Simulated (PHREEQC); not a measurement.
A solution holds 0.038 mol HNO3, 0.00039 mol ZnSO4 and 0.00066 mol MgCl2 per kg of water, at 65 °C. Closed to the air; pH follows from the charge balance.

Equilibrium calculation in PHREEQC: ion-association model, phreeqc.dat.

| Item | Result |
|---|---|
| pH | 1.49 |
| ionic strength | 0.0409 mol/kgw |
| specific conductance | 28900 µS/cm |
| total alkalinity | -38.0 meq/kg |

```csv
species,molality,activity,log γ
NO3-,0.0380,0.0307,-0.093
H+,0.0377,0.0321,-0.069
Cl-,0.00132,0.00107,-0.089
Mg+2,0.000654,0.000316,-0.317
Zn+2,0.000385,0.000179,-0.333
HSO4-,0.000316,0.000259,-0.086
SO4-2,6.66e-5,3.08e-5,-0.335
MgSO4,5.60e-6,5.65e-6,0.004
ZnCl+,3.00e-6,2.45e-6,-0.088
```

Precipitation was switched off in this run. Complexes and solids missing from the database can't appear. Constants without temperature data keep their 25 °C values here.
